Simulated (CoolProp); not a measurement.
Dodecamethylpentasiloxane (MD3M) at 298.15 K and 0.631 MPa is throttled through a valve to 0.27 MPa with no heat exchange. Each further row changes one setting.

Computed with CoolProp (reference Helmholtz-energy equation of state, Thol 2019).

```json
[
 {"case": "as stated", "temperature change (K)": "+0.2"},
 {"case": "outlet pressure 0.081 MPa", "temperature change (K)": "+0.2"},
 {"case": "outlet pressure 0.351 MPa", "temperature change (K)": "+0.1"}
]
```
